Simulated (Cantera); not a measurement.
Charge: 1 mol Fe, 0.015 mol H₂S, 14 mol CO, at 1.40 mbar.

Cantera equilibrium calculation (NASA polynomials, part measured and part estimated; ideal gas, pure solids and liquids). Candidate condensed phases: C, C₆H₆, C₇H₈, C₈H₁₈, Fe, Fe(CO)₅, FeO, Fe(OH)₂, Fe(OH)₃, FeS, FeSO₄, FeS₂, Fe₂O₃, Fe₂(SO₄)₃, Fe₃O₄, H₂O, H₂SO₄, S; 127 gas species. The numbers say what is thermodynamically allowed, not how fast it happens.

### Question
At 1552 °C, list the 7 most abundant gas species with their mole fractions, and the condensed phases.

### Answer
CO 0.968, Fe 0.0299, H₂ 0.000853, S 0.000402, H 0.000344, S₂ 0.000276, CO₂ 3.60e-5. Condensed: Fe(l).
